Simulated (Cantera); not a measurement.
Feed: 1 mol C2H5OH, 0.28 mol CO2, 8.8 mol H2, at 1573.15 K and 2600000 Pa.

Equilibrium computed with Cantera from the NASA thermochemical tables; the gas is ideal and each condensed phase is pure. Candidate condensed phases: C, C6H6, C7H8, C8H18, H2O; 110 gas species. Rates play no part.

Base state: H2 0.845, CO 0.118, CH4 0.0340, H2O 0.00270, CO2 0.000130, C2H4 5.44e-5, C2H2 (acetylene) 1.75e-5 (mole fractions); condensed: C(graphite).

Problem. What changes in the equilibrium state with this change: C2H5OH replaced by C2H4?

Solution. 
```
species             before    after
----------------  --------  -------
H2                   0.845    0.909
CO                   0.118   0.0500
CH4                 0.0340   0.0394
CO2               0.000130  2.34e-5
H2O                0.00270  0.00123
C(graphite), mol     0.316     1.30
```
